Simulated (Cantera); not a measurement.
Silicon epitaxy and polysilicon growth: Si3H8 + Cl2 + H2 + HCl + CH4

Feed: 1 mol Si3H8, 0.036 mol Cl2, 6.5 mol H2, 0.37 mol HCl, 0.024 mol CH4, equilibrated at 1.00 bar.

Cantera equilibrium calculation (NASA polynomials, part measured and part estimated; ideal gas, pure solids and liquids). Candidate condensed phases: C, C6H6, C7H8, C8H18, Si, SiC; 109 gas species. The feed counts by its element totals alone. Mutual solubility and eutectic melting of coexisting phases are not modelled. The tables' values for SiCl3 are old estimates; treat these amounts as uncertain. Gases not in the tables: Si2H6 and higher silanes. Rates play no part.

| T (K) | x H2 | x HCl | x SiHCl3 | x SiCl4 | x SiCl2 | x SiH2Cl2 | n Si(s) | n SiC(s) |
|---|---|---|---|---|---|---|---|---|
| 1023 | 0.983 | 0.00654 | 0.00524 | 0.00412 | 7.73e-5 | 0.000738 | 2.86 | 0.0236 |
| 1073 | 0.981 | 0.00934 | 0.00475 | 0.00369 | 0.000173 | 0.000713 | 2.87 | 0.0237 |
| 1123 | 0.979 | 0.0127 | 0.00414 | 0.00314 | 0.000349 | 0.000670 | 2.88 | 0.0237 |
| 1173 | 0.976 | 0.0165 | 0.00345 | 0.00251 | 0.000637 | 0.000607 | 2.89 | 0.0237 |
| 1223 | 0.973 | 0.0205 | 0.00270 | 0.00184 | 0.00105 | 0.000527 | 2.90 | 0.0237 |
| 1273 | 0.970 | 0.0242 | 0.00195 | 0.00122 | 0.00156 | 0.000434 | 2.91 | 0.0238 |
| 1323 | 0.968 | 0.0272 | 0.00131 | 0.000725 | 0.00209 | 0.000339 | 2.92 | 0.0238 |
| 1373 | 0.966 | 0.0293 | 0.000819 | 0.000393 | 0.00256 | 0.000252 | 2.93 | 0.0238 |
| 1423 | 0.965 | 0.0307 | 0.000490 | 0.000201 | 0.00294 | 0.000182 | 2.93 | 0.0238 |
| 1473 | 0.964 | 0.0315 | 0.000288 | 0.000100 | 0.00323 | 0.000130 | 2.93 | 0.0238 |
| 1523 | 0.964 | 0.0319 | 0.000170 | 5.01e-5 | 0.00344 | 9.31e-5 | 2.93 | 0.0238 |
| 1573 | 0.964 | 0.0320 | 0.000102 | 2.56e-5 | 0.00360 | 6.72e-5 | 2.93 | 0.0238 |
| 1623 | 0.964 | 0.0321 | 6.26e-5 | 1.35e-5 | 0.00374 | 4.92e-5 | 2.93 | 0.0238 |
| 1673 | 0.964 | 0.0321 | 3.93e-5 | 7.29e-6 | 0.00385 | 3.65e-5 | 2.93 | 0.0238 |
x: gas mole fraction; n: condensed amount in mol.

From 1023 K to 1673 K the condensed part is Si(s) + SiC(s). The main Si-bearing gas is SiHCl3 at 1023 K and SiCl2 at 1673 K.
